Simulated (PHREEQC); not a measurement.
1 kg of water holding 0.57 mol Na2CO3, 0.0067 mol KCl, 0.04 mol Na2SO4 and 0.024 mol NaCl is evaporated at 20 °C; the solids stay in contact with the brine. CO2 is held at log p = -3.4 (atm). The run lets Arcanite, Burkeite, Glaserite, Halite, Kalicinite, Mirabilite, Misenite, Nahcolite, Natron, Sylvite, Thenardite, Trona precipitate or redissolve, and no other solid.

The series has 16 steps of water left (kg), from 0.9986 to 0.03815.

Computed with PHREEQC (Pitzer model, pitzer.dat).

Task: Which solids form, in which order, and at which step of the series does each first stand?

Result: Trona from water left = 0.1685 kg (pH 10.13).
